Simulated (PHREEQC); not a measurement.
0.45 g of hydrous ferric oxide (600 m²/g; 0.2 weak and 0.005 strong sites per Fe, Dzombak-Morel constants, diffuse double layer) in 1 kg of water with 0.01 mol/kgw of an inert sodium salt and 0.0016 mol/kgw NiCl2, at 25 °C; the pH is set by adding NaOH or the inert anion's acid. O2 is buffered at 0.21 atm. The system is closed to CO2. Precipitation was switched off in this run.

Base run: PHREEQC, ion-association model, wateq4f.dat. Each further column changes one thing. The table gives surface charge σ (C/m²).

```json
[
 {"pH": "3", "base": "0.336", "background salt from 0.01 to 0.001 mol/kgw": "0.309", "oxide from 0.45 to 2.2 g/kgw": "0.339", "0.00031 mol/kgw CuSO4 added": "0.142"},
 {"pH": "3.5", "base": "0.293", "background salt from 0.01 to 0.001 mol/kgw": "0.252", "oxide from 0.45 to 2.2 g/kgw": "…", "0.00031 mol/kgw CuSO4 added": "0.129"},
 {"pH": "4", "base": "0.237", "background salt from 0.01 to 0.001 mol/kgw": "…", "oxide from 0.45 to 2.2 g/kgw": "0.241", "0.00031 mol/kgw CuSO4 added": "0.108"},
 {"pH": "4.5", "base": "0.179", "background salt from 0.01 to 0.001 mol/kgw": "0.138", "oxide from 0.45 to 2.2 g/kgw": "…", "0.00031 mol/kgw CuSO4 added": "…"},
 {"pH": "5", "base": "0.129", "background salt from 0.01 to 0.001 mol/kgw": "0.096", "oxide from 0.45 to 2.2 g/kgw": "0.131", "0.00031 mol/kgw CuSO4 added": "0.064"},
 {"pH": "5.5", "base": "0.090", "background salt from 0.01 to 0.001 mol/kgw": "0.065", "oxide from 0.45 to 2.2 g/kgw": "0.090", "0.00031 mol/kgw CuSO4 added": "…"},
 {"pH": "6", "base": "0.062", "background salt from 0.01 to 0.001 mol/kgw": "0.043", "oxide from 0.45 to 2.2 g/kgw": "0.061", "0.00031 mol/kgw CuSO4 added": "0.043"},
 {"pH": "6.5", "base": "0.047", "background salt from 0.01 to 0.001 mol/kgw": "…", "oxide from 0.45 to 2.2 g/kgw": "0.044", "0.00031 mol/kgw CuSO4 added": "0.039"},
 {"pH": "7", "base": "0.043", "background salt from 0.01 to 0.001 mol/kgw": "0.029", "oxide from 0.45 to 2.2 g/kgw": "0.034", "0.00031 mol/kgw CuSO4 added": "0.041"},
 {"pH": "7.5", "base": "0.042", "background salt from 0.01 to 0.001 mol/kgw": "0.028", "oxide from 0.45 to 2.2 g/kgw": "0.024", "0.00031 mol/kgw CuSO4 added": "0.044"},
 {"pH": "8", "base": "0.042", "background salt from 0.01 to 0.001 mol/kgw": "0.027", "oxide from 0.45 to 2.2 g/kgw": "0.014", "0.00031 mol/kgw CuSO4 added": "0.045"},
 {"pH": "8.5", "base": "0.041", "background salt from 0.01 to 0.001 mol/kgw": "0.027", "oxide from 0.45 to 2.2 g/kgw": "…", "0.00031 mol/kgw CuSO4 added": "0.043"},
 {"pH": "9", "base": "0.040", "background salt from 0.01 to 0.001 mol/kgw": "0.026", "oxide from 0.45 to 2.2 g/kgw": "-0.001", "0.00031 mol/kgw CuSO4 added": "0.041"}
]
```

Q: What belongs in the gaps?

A: 
- 3.5, oxide from 0.45 to 2.2 g/kgw: 0.297
- 4, background salt from 0.01 to 0.001 mol/kgw: 0.191
- 4.5, oxide from 0.45 to 2.2 g/kgw: 0.182
- 4.5, 0.00031 mol/kgw CuSO4 added: 0.083
- 5.5, 0.00031 mol/kgw CuSO4 added: 0.051
- 6.5, background salt from 0.01 to 0.001 mol/kgw: 0.032
- 8.5, oxide from 0.45 to 2.2 g/kgw: 0.006

In at least one series the solution becomes supersaturated in solids that the run did not let form, among them Ni(OH)2. The oxide is taken as insoluble; below pH 4 it would dissolve. The database's constant for dissolved Cu(OH)2 is higher than later reviews accept.
